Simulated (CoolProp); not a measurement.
Properties of methane at several states (Tc = 190.6 K, pc = 4.599 MPa, ω = 0.011).

Computed with CoolProp (reference Helmholtz-energy equation of state, Setzmann 1991).

```
T (K)  p (MPa)   phase       Z  cp (kJ/(kg K))  Joule-Thomson coefficient (K/MPa)  isothermal compressibility (1/MPa)  Prandtl number
-----  -------  ------  ------  --------------  ---------------------------------  ----------------------------------  --------------
622.1    0.165     gas   1.000             [?]                             0.6036                               6.059             [?]
160       6.08  liquid  0.2096             [?]                           -0.05772                                 [?]             [?]
592     0.0521     gas   1.000           3.243                             0.7205                               19.19             [?]
592.3     2.66     gas   1.004           3.272                                [?]                              0.3741             [?]
```

Q: Some entries are withheld; supply them.

A: 
- 622.1, cp (kJ/(kg K)): 3.354
- 622.1, Prandtl number: 0.718
- 160, cp (kJ/(kg K)): 3.983
- 160, isothermal compressibility (1/MPa): 0.007260
- 160, Prandtl number: 1.70
- 592, Prandtl number: 0.717
- 592.3, Joule-Thomson coefficient (K/MPa): 0.6714
- 592.3, Prandtl number: 0.726

Viscosity comes from a separate model (Quiñones-Cisneros 2006). Thermal conductivity comes from a separate model (Friend 1989).
